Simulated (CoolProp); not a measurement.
Computed with CoolProp (reference Helmholtz-energy equation of state, Gao 2020).

Q: For ammonia, give the phase and the Joule-Thomson coefficient (K/MPa) at 584.9 K and 0.0264 MPa.

A: 
- 584.9 K and 0.0264 MPa: gas; Joule-Thomson coefficient 3.64
